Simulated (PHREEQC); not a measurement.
Make-up at 25 °C: 0.074 mol/kgw CdSO4, 0.042 mol/kgw H3BO3 and 0.016 mol/kgw HCl. Closed to the air; pH follows from the charge balance.

Equilibrium calculation in PHREEQC: ion-association model, wateq4f.dat.

```csv
quantity,before,after
pH,2.16,2.23
ionic strength (mol/kgw),0.148,0.177
Cl- (mol/kgw),0.00782,0.0154
H2BO3- (mol/kgw),5.14e-9,6.13e-9
```

Question: Name the change that produced these shifts.
A) H3BO3 from 0.042 to 0.0042 mol/kgw
B) diluted 100-fold with water
C) CdSO4 replaced by NiSO4 at the same molality
D) temperature from 25 to 80 °C
E) diluted 2-fold with water

Answer: C, CdSO4 replaced by NiSO4 at the same molality

Precipitation was switched off in this run.
